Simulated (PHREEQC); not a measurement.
Consider water at 25 °C with 0.014 mol/kgw NH4HF2, 0.00024 mol/kgw H2SiF6, 4.1e-05 mol/kgw NH4BF4 and 0.0077 mol/kgw H2SO4. Closed to the air; pH follows from the charge balance.

The numbers come from PHREEQC with the ion-association model, phreeqc.dat.

Task: The ionic strength comes out as 0.0243 mol/kgw. What activity coefficients do HSO4-, BF4-, SO4-2, SiF6-2, NH4+ get?

Result: HSO4- 0.86, BF4- 0.86, SO4-2 0.56, SiF6-2 0.56, NH4+ 0.85.

This is a speciation only: nothing precipitates in the calculation. SiF6-2 is the database's only silicon fluoride. Real BF4- forms and hydrolyses slowly; the run takes it at equilibrium.
